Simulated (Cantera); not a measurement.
An isothermal, constant-pressure homogeneous reactor starts with 0.735 % H2, 99.3 % O2, equivalence ratio 0.0037, at 1000 K and 16.5 Torr.

Cantera simulation using GRI-Mech 3.0 (53 species, 325 reactions); the numbers are that mechanism's predictions, not measurements. Radical loss at walls, strong at low pressure, is not modelled.

x: mole fraction; the columns are a selection and need not sum to one.

```json
[
 {"t (s)": "8.00e-5", "x H2": "0.00735", "x O2": "0.993", "x H2O": "<1e-12", "x OH": "3.33e-12", "x H2O2": "<1e-12", "x O": "3.49e-12"},
 {"t (s)": "0.000213", "x H2": "0.00735", "x O2": "0.993", "x H2O": "3.24e-12", "x OH": "1.52e-11", "x H2O2": "<1e-12", "x O": "1.73e-11"},
 {"t (s)": "0.000565", "x H2": "0.00735", "x O2": "0.993", "x H2O": "3.48e-11", "x OH": "5.80e-11", "x H2O2": "<1e-12", "x O": "7.87e-11"},
 {"t (s)": "0.00150", "x H2": "0.00735", "x O2": "0.993", "x H2O": "3.99e-10", "x OH": "2.89e-10", "x H2O2": "<1e-12", "x O": "4.89e-10"},
 {"t (s)": "0.00399", "x H2": "0.00735", "x O2": "0.993", "x H2O": "1.30e-8", "x OH": "6.27e-9", "x H2O2": "<1e-12", "x O": "1.16e-8"},
 {"t (s)": "0.0106", "x H2": "0.00730", "x O2": "0.993", "x H2O": "3.23e-5", "x OH": "1.49e-5", "x H2O2": "2.25e-10", "x O": "2.78e-5"},
 {"t (s)": "0.0282", "x H2": "(withheld)", "x O2": "0.989", "x H2O": "0.00700", "x OH": "0.000295", "x H2O2": "4.74e-8", "x O": "0.00304"},
 {"t (s)": "0.0748", "x H2": "(withheld)", "x O2": "0.991", "x H2O": "0.00728", "x OH": "0.000123", "x H2O2": "2.22e-8", "x O": "0.00113"},
 {"t (s)": "0.199", "x H2": "(withheld)", "x O2": "0.992", "x H2O": "0.00734", "x OH": "5.94e-5", "x H2O2": "1.87e-8", "x O": "0.000273"},
 {"t (s)": "0.528", "x H2": "(withheld)", "x O2": "0.993", "x H2O": "0.00736", "x OH": "2.57e-5", "x H2O2": "1.31e-8", "x O": "5.06e-5"},
 {"t (s)": "1.40", "x H2": "(withheld)", "x O2": "0.993", "x H2O": "0.00737", "x OH": "1.09e-5", "x H2O2": "6.65e-9", "x O": "8.82e-6"},
 {"t (s)": "3.73", "x H2": "(withheld)", "x O2": "0.993", "x H2O": "0.00737", "x OH": "4.81e-6", "x H2O2": "2.46e-9", "x O": "1.70e-6"},
 {"t (s)": "9.91", "x H2": "(withheld)", "x O2": "0.993", "x H2O": "0.00737", "x OH": "2.31e-6", "x H2O2": "7.88e-10", "x O": "3.92e-7"},
 {"t (s)": "26.3", "x H2": "4.89e-10", "x O2": "0.993", "x H2O": "0.00737", "x OH": "1.21e-6", "x H2O2": "2.52e-10", "x O": "1.07e-7"},
 {"t (s)": "70.0", "x H2": "1.43e-10", "x O2": "0.993", "x H2O": "0.00737", "x OH": "6.67e-7", "x H2O2": "8.41e-11", "x O": "3.27e-8"}
]
```

What belongs in the gaps?


- 0.0282, x H2: 9.63e-5
- 0.0748, x H2: 9.39e-6
- 0.199, x H2: 2.10e-6
- 0.528, x H2: 3.58e-7
- 1.40, x H2: 5.60e-8
- 3.73, x H2: 9.53e-9
- 9.91, x H2: 1.95e-9
